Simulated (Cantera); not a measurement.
## Thermodynamics of abatement and gas-phase synthesis, feed S + O2

Input: 1 mol S, 0.3 mol O2, at 7.50 Torr.

Equilibrium computed with Cantera from the NASA thermochemical tables; the gas is ideal and each condensed phase is pure. Candidate condensed phases: S; 17 gas species. Ions and electrons are included (thermal ionisation). The numbers say what is thermodynamically allowed, not how fast it happens.

From 2000 K to 5000 K nothing is condensed.

```tsv
T (K)	log p S	log p S2	log p SO	log p O	log p SO2	log p O2	log p S2O	log p S+
2000	-3.67	-2.34	-2.82	-6.63	-2.44	-6.91	-4.31	-13.96
2250	-3.08	-2.44	-2.55	-5.40	-2.57	-5.94	-4.46	-12.16
2500	-2.68	-2.64	-2.42	-4.43	-2.76	-5.19	-4.72	-10.76
2750	-2.44	-3.00	-2.39	-3.63	-2.98	-4.55	-5.11	-9.65
3000	-2.33	-3.46	-2.48	-2.98	-3.31	-4.07	-5.63	-8.76
3250	-2.26	-3.91	-2.76	-2.62	-3.97	-4.03	-6.31	-8.02
3500	-2.22	-4.34	-3.21	-2.48	-4.93	-4.35	-7.13	-7.39
3750	-2.21	-4.75	-3.69	-2.44	-5.93	-4.78	-7.94	-6.85
4000	-2.21	-5.13	-4.14	-2.43	-6.86	-5.21	-8.70	-6.38
4250	-2.21	-5.47	-4.55	-2.43	-7.69	-5.60	-9.38	-5.96
4500	-2.20	-5.77	-4.92	-2.43	-8.44	-5.95	-9.98	-5.59
4750	-2.20	-6.04	-5.25	-2.43	-9.11	-6.26	-10.53	-5.26
5000	-2.21	-6.28	-5.54	-2.43	-9.72	-6.54	-11.03	-4.95
```
log p: log10 of the partial pressure in bar; nothing condenses.
